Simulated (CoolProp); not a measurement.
Model: reference Helmholtz-energy equation of state, Akasaka 2023, in CoolProp.

Task: For R1336mzz(E), give the phase and the cv (kJ/(kg K)), isothermal compressibility (1/MPa), expansivity (1/kK) at 63.25 °C and 30.6 bar; 110.55 °C and 30.6 bar.

Result: 
- 63.25 °C and 30.6 bar: liquid; cv 0.901, isothermal compressibility 0.00654, expansivity 3.02
- 110.55 °C and 30.6 bar: liquid; cv 0.939, isothermal compressibility 0.0343, expansivity 7.04
